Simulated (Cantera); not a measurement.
A closed system holds: 1 mol SiCl4, 140 mol H2, 1.2 mol C2H4, equilibrated at 0.0750 bar.

These are equilibrium values from Cantera (NASA tables, ideal gas, pure condensed phases), not measurements of a reactor. Candidate condensed phases: C, C6H6, C7H8, C8H18, Si, SiC; 109 gas species. The tables' values for SiCl are old estimates; treat these amounts as uncertain. Gases not in the tables: Si2H6 and higher silanes. The numbers say what is thermodynamically allowed, not how fast it happens.

x: gas mole fraction; n: condensed amount in mol.

| T (K) | x H2 | x HCl | x H | x C2H2 (acetylene) | x CH4 | x Cl | n C(graphite) | n SiC(s) |
|---|---|---|---|---|---|---|---|---|
| 1248 | 0.971 | 0.0277 | 1.68e-6 | 2.36e-7 | 0.000789 | 4.10e-8 | 1.29 | 0.999 |
| 1348 | 0.972 | 0.0277 | 8.33e-6 | 1.17e-6 | 0.000413 | 1.98e-7 | 1.34 | 0.999 |
| 1448 | 0.972 | 0.0277 | … | … | … | … | 1.37 | 0.998 |
| 1548 | 0.972 | 0.0277 | 0.000111 | 1.53e-5 | 0.000145 | 2.52e-6 | 1.38 | 0.997 |
| 1648 | 0.972 | 0.0276 | 0.000321 | 4.35e-5 | 9.49e-5 | 7.15e-6 | 1.38 | 0.995 |
| 1748 | 0.971 | 0.0276 | … | … | … | … | 1.37 | 0.993 |
| 1848 | 0.970 | 0.0275 | 0.00191 | 0.000250 | 4.65e-5 | 4.11e-5 | 1.33 | 0.989 |
| 1948 | 0.968 | 0.0274 | 0.00406 | 0.000522 | 3.44e-5 | 8.61e-5 | 1.26 | 0.983 |
| 2048 | 0.963 | 0.0272 | 0.00803 | 0.00101 | 2.61e-5 | 0.000168 | 1.13 | 0.968 |
| 2148 | 0.956 | 0.0269 | 0.0149 | 0.00183 | 2.02e-5 | 0.000306 | 0.933 | 0.921 |

Task: Some entries are withheld; supply them.

Result: 
- 1748, x H: 0.000822
- 1748, x C2H2 (acetylene): 0.000110
- 1748, x CH4: 6.51e-5
- 1748, x Cl: 1.80e-5
- 1448, x H: 3.32e-5
- 1448, x C2H2 (acetylene): 4.62e-6
- 1448, x CH4: 0.000236
- 1448, x Cl: 7.70e-7
